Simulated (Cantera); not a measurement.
# Ignition delay

Mixture: CH₄ : O₂ : N₂ = 1 : 1.18 : 5.29 (molar parts), equivalence ratio 1.7, at 1.01 bar, adiabatic and at constant pressure. Ignition delay is the time to a rise of 400 K.

Detailed kinetics in Cantera: GRI-Mech 3.0 (53 species, 325 reactions).

```json
[
 {"T0 (K)": "1325", "delay (ms)": "13.2"},
 {"T0 (K)": "1400", "delay (ms)": "5.24"},
 {"T0 (K)": "1475", "delay (ms)": "2.21"},
 {"T0 (K)": "1550", "delay (ms)": "1.01"},
 {"T0 (K)": "1625", "delay (ms)": "0.500"}
]
```

```json
{
 "apparent activation energy between 1475 and 1625 K": "200 kJ/mol"
}
```
